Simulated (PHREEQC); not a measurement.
Make-up at 25 °C: 0.068 mol FeSO4, 0.22 mol CaCl2 and 9.9e-05 mol NaH2PO4 per kg of water. Closed to the air; pH follows from the charge balance.

Computed with PHREEQC (ion-association model, wateq4f.dat).

Each row changes one thing in this solution. This is a speciation only: nothing precipitates in the calculation.

```json
[
 {"case": "as made", "pH": "5.41", "ionic strength (mol/kgw)": "0.749", "H2PO4- (mol/kgw)": "1.12e-5", "HPO4-2 (mol/kgw)": "6.41e-7", "H3PO4 (mol/kgw)": "3.63e-9", "NaHPO4- (mol/kgw)": "2.38e-11"},
 {"case": "temperature from 25 to 40 °C", "pH": "…", "ionic strength (mol/kgw)": "…", "H2PO4- (mol/kgw)": "1.11e-5", "HPO4-2 (mol/kgw)": "6.40e-7", "H3PO4 (mol/kgw)": "4.69e-9", "NaHPO4- (mol/kgw)": "2.29e-11"},
 {"case": "FeSO4 left out", "pH": "…", "ionic strength (mol/kgw)": "0.660", "H2PO4- (mol/kgw)": "3.77e-5", "HPO4-2 (mol/kgw)": "1.33e-6", "H3PO4 (mol/kgw)": "1.97e-8", "NaHPO4- (mol/kgw)": "5.24e-11"},
 {"case": "CaCl2 left out", "pH": "…", "ionic strength (mol/kgw)": "…", "H2PO4- (mol/kgw)": "1.15e-5", "HPO4-2 (mol/kgw)": "4.92e-7", "H3PO4 (mol/kgw)": "4.21e-9", "NaHPO4- (mol/kgw)": "2.89e-11"}
]
```

**Question.** Some entries are withheld; supply them.

**Answer.** 
- temperature from 25 to 40 °C, pH: 5.37
- temperature from 25 to 40 °C, ionic strength (mol/kgw): 0.745
- FeSO4 left out, pH: 5.21
- CaCl2 left out, pH: 5.47
- CaCl2 left out, ionic strength (mol/kgw): 0.155

The ionic strength passes 0.7 mol/kgw, the rough limit of the ion-association models, in as made; temperature from 25 to 40 °C. Some of these states are supersaturated (in Gypsum, Vivianite, for instance). H3PO4, which wateq4f.dat lacks, is added to it with the constant of phreeqc.dat. Constants without temperature data keep their 25 °C values here.
